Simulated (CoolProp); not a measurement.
The fluoroketone C6F12O (FK-5-1-12) along the isobar 0.787 MPa: fugacity coefficient from the reference equation and from simpler models built on Tc = 168.7 °C, pc = 1.869 MPa, ω = 0.471; each cubic takes its own stable root.

Values from CoolProp's reference Helmholtz-energy equation of state, McLinden 2015.

```json
[
 {"T (°C)": "30.15", "phase": "liquid", "reference": "0.06475", "van der Waals": "0.3981", "Redlich-Kwong": "0.1733", "Peng-Robinson": "0.06553"},
 {"T (°C)": "39.45", "phase": "liquid", "reference": "0.09169", "van der Waals": "0.4546", "Redlich-Kwong": "0.2198", "Peng-Robinson": "0.09237"},
 {"T (°C)": "48.75", "phase": "liquid", "reference": "0.1263", "van der Waals": "0.5146", "Redlich-Kwong": "0.2734", "Peng-Robinson": "0.1268"},
 {"T (°C)": "58.05", "phase": "liquid", "reference": "0.1695", "van der Waals": "0.5779", "Redlich-Kwong": "0.3343", "Peng-Robinson": "0.1698"},
 {"T (°C)": "67.35", "phase": "liquid", "reference": "0.2224", "van der Waals": "0.6440", "Redlich-Kwong": "0.4023", "Peng-Robinson": "0.2225"},
 {"T (°C)": "76.65", "phase": "liquid", "reference": "0.2856", "van der Waals": "0.7127", "Redlich-Kwong": "0.4771", "Peng-Robinson": "0.2855"},
 {"T (°C)": "85.95", "phase": "liquid", "reference": "0.3598", "van der Waals": "0.7835", "Redlich-Kwong": "0.5583", "Peng-Robinson": "0.3595"},
 {"T (°C)": "95.15", "phase": "liquid", "reference": "0.4443", "van der Waals": "0.8064", "Redlich-Kwong": "0.6444", "Peng-Robinson": "0.4436"},
 {"T (°C)": "104.45", "phase": "liquid", "reference": "0.5408", "van der Waals": "0.8178", "Redlich-Kwong": "0.7362", "Peng-Robinson": "0.5396"},
 {"T (°C)": "113.75", "phase": "liquid", "reference": "0.6480", "van der Waals": "0.8283", "Redlich-Kwong": "0.7940", "Peng-Robinson": "0.6460"}
]
```

At some of these states van der Waals, Redlich-Kwong gives the other phase, because its saturation line lies elsewhere.
